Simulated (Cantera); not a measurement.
Input: 1 mol V₂O₃, 280 mol H₂, 2.6 mol N₂, equilibrated at 6.90 mbar.

Equilibrium computed with Cantera from the NASA thermochemical tables; the gas is ideal and each condensed phase is pure. Candidate condensed phases: H₂O, V, VN, VO, V₂O₃, V₂O₄, V₂O₅; 28 gas species. VO: taken at fixed stoichiometry. Kinetics and transport are ignored.

**Question.** At 1702 °C, list the 7 most abundant gas species with their mole fractions, and the condensed phases.

**Answer.** H₂ 0.971, H 0.0162, N₂ 0.00912, H₂O 0.00336, VO 0.000190, VO₂ 0.000165, V 1.97e-5. Condensed: VO(s).
